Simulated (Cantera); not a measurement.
## N2O furnace oxynitridation

An isothermal, constant-pressure homogeneous reactor starts with N₂O : N₂ = 1 : 8.2 (molar parts), at 1598 K and 0.132 atm.

Cantera simulation using GRI-Mech 3.0 (53 species, 325 reactions); the numbers are that mechanism's predictions, not measurements. GRI-Mech 3.0 was tuned for natural gas; its chemistry of N2O as a main component is partial and can be far from experiment. The temperature is held fixed by assumption; the heat of reaction is taken as removed at once.

```
t (s)        x N₂O      x NO     x NO₂      x O₂   x N₂
--------  --------  --------  --------  --------  -----
5.00e-5      0.109   5.95e-6  1.34e-11   6.99e-6  0.891
0.000135     0.108   3.58e-5  4.77e-10   4.21e-5  0.891
0.000362     0.108  0.000172   1.06e-8  0.000202  0.892
0.000976     0.106  0.000611   1.16e-7  0.000718  0.892
0.00263      0.102   0.00178   7.20e-7   0.00209  0.894
0.00707     0.0919   0.00468   2.81e-6   0.00551  0.898
0.0190      0.0693    0.0110   7.67e-6    0.0130  0.906
0.0512      0.0331    0.0211   1.55e-5    0.0252  0.920
0.138      0.00533    0.0284   2.12e-5    0.0347  0.931
0.371     0.000164    0.0293   1.99e-5    0.0368  0.934
1.00       3.98e-7    0.0293   1.81e-5    0.0369  0.934
```
x: mole fraction; the columns are a selection and need not sum to one.

Equilibrium at this temperature and pressure: N₂O 2.49e-8, NO 0.00104, NO₂ 7.57e-7, O₂ 0.0510, N₂ 0.948 (gas phase only).
